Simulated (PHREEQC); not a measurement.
Make-up at 25 °C: 0.28 mol HF, 0.0013 mol KF and 0.0046 mol H2SiF6 per kg of water. Closed to the air; pH follows from the charge balance.

Equilibrium calculation in PHREEQC: ion-association model, wateq4f.dat.

Question: The ionic strength comes out as 0.0249 mol/kgw. What activity coefficients do H+, F-, HF2-, K+, SiF6-2 get?

Answer: H+ 0.88, F- 0.86, HF2- 0.86, K+ 0.86, SiF6-2 0.56.

No solid was allowed to form. Complexes and solids missing from the database can't appear. wateq4f.dat counts part of the HF as a dimer, H2F2, which phreeqc.dat doesn't know; its constant is uncertain. SiF6-2 is the database's only silicon fluoride.
